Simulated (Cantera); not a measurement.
Cantera run, input and output.

```python
import numpy as np
import cantera as ct

gas = ct.Solution("h2o2.yaml")
gas.TPX = 1323, 2666, {'H2': 0.078, 'O2': 0.32}
reactor = ct.IdealGasConstPressureReactor(gas, energy="off", clone=False)
net = ct.ReactorNet([reactor])
net.rtol, net.atol = 1e-08, 1e-18
show = ['H2', 'O2', 'OH', 'O', 'H', 'H2O2', 'HO2']
times = np.geomspace(0.0002, 1, 11)

steps = ct.SolutionArray(gas, extra=["t"])
rows = []
print(f"{'t/s':>10s}{'T/K':>9s}{'P/Pa':>11s}" + "".join(f"{s:>11s}" for s in show))
for t in times:
    while net.time < t:
        t_next = net.step()
        steps.append(gas.state, t=t_next)
    rows.append([np.interp(t, steps.t, y) for y in (steps.T, steps.P, *steps(*show).X.T)])
    print(f"{t:10.3e}{rows[-1][0]:9.1f}{rows[-1][1]:11.4g}" + "".join(f"{x:11.3e}" for x in rows[-1][2:]))
rate = np.gradient(steps.T, steps.t)
print("integrator steps:", len(steps.t))
if steps.T.max() > steps.T[0] + 200:
    print(f"time of steepest temperature rise: {steps.t[rate.argmax()]:.4e} s")
gas.TPX = 1323, 2666, {'H2': 0.078, 'O2': 0.32}
gas.equilibrate("TP")
print(f"equilibrium (TP): T = {gas.T:.1f} K  " + "  ".join(f"{s} {gas[s].X[0]:.3e}" for s in show))
```

Output:

```
       t/s      T/K       P/Pa         H2         O2         OH          O          H       H2O2        HO2
 2.000e-04   1323.0       2666  1.956e-01  8.038e-01  7.699e-05  1.073e-04  1.493e-04  4.735e-09  9.556e-07
 4.687e-04   1323.0       2666  1.555e-02  6.903e-01  1.654e-02  7.384e-02  6.198e-02  6.146e-07  1.259e-05
 1.099e-03   1323.0       2666  8.679e-03  6.949e-01  1.368e-02  7.421e-02  4.895e-02  5.029e-07  1.295e-05
 2.575e-03   1323.0       2666  6.721e-03  7.198e-01  1.222e-02  5.377e-02  3.060e-02  5.516e-07  1.350e-05
 6.034e-03   1323.0       2666  3.458e-03  7.527e-01  8.919e-03  2.580e-02  1.024e-02  5.523e-07  1.283e-05
 1.414e-02   1323.0       2666  9.394e-04  7.742e-01  4.682e-03  6.773e-03  1.371e-03  3.845e-07  8.411e-06
 3.314e-02   1323.0       2666  1.757e-04  7.807e-01  2.034e-03  1.260e-03  1.098e-04  1.833e-07  3.156e-06
 7.768e-02   1323.0       2666  3.502e-05  7.821e-01  9.136e-04  2.524e-04  9.863e-06  7.676e-08  8.957e-07
 1.821e-01   1323.0       2666  8.606e-06  7.825e-01  4.555e-04  6.259e-05  1.218e-06  3.208e-08  2.704e-07
 4.267e-01   1323.0       2666  2.546e-06  7.826e-01  2.488e-04  1.866e-05  1.982e-07  1.367e-08  1.043e-07
 1.000e+00   1323.0       2666  8.706e-07  7.827e-01  1.459e-04  6.418e-06  4.000e-08  6.055e-09  6.393e-08
integrator steps: 1899
equilibrium (TP): T = 1323.0 K  H2 1.963e-07  O2 7.827e-01  OH 6.934e-05  O 1.451e-06  H 4.332e-09  H2O2 2.046e-09  HO2 7.413e-08
```

Cantera simulation using the H2/O2 subset of GRI-Mech 3.0, which has no nitrogen chemistry; the numbers are that mechanism's predictions, not measurements. Radical loss at walls, strong at low pressure, is not modelled. The temperature is held fixed by assumption; the heat of reaction is taken as removed at once.
